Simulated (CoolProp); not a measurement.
Vapour-liquid equilibrium of n-hexane (1) + p-xylene (2) at 0.322 MPa; x and y are mole fractions of (1).

Computed with CoolProp (multi-fluid Helmholtz-energy mixture model, Thol 2019 and Zhou 2012; pair parameters Bell 2016).

```
x     bubble temperature (K)  y at the bubble point  dew temperature at overall composition x (K)  liquid density (mol/L)
----  ----------------------  ---------------------  --------------------------------------------  ----------------------
0.05                   451.8                      ?                                         458.6                   6.656
0.2                    431.0                  0.556                                         451.6                   6.752
0.35                   416.8                  0.734                                         443.8                   6.783
0.5                    406.4                      ?                                         434.8                   6.773
0.65                   398.3                  0.902                                         424.0                   6.739
0.8                    391.7                  0.950                                         410.3                   6.688
0.95                       ?                      ?                                         391.7                       ?
```

Question: Complete the blanks.

Answer: 
- 0.05, y at the bubble point: 0.197
- 0.5, y at the bubble point: 0.836
- 0.95, bubble temperature (K): 385.8
- 0.95, y at the bubble point: 0.988
- 0.95, liquid density (mol/L): 6.625

No azeotrope shows between x = 0.05 and 0.95.

Pair parameters are fitted to limited data, so mixtures are less certain than the pure fluids.
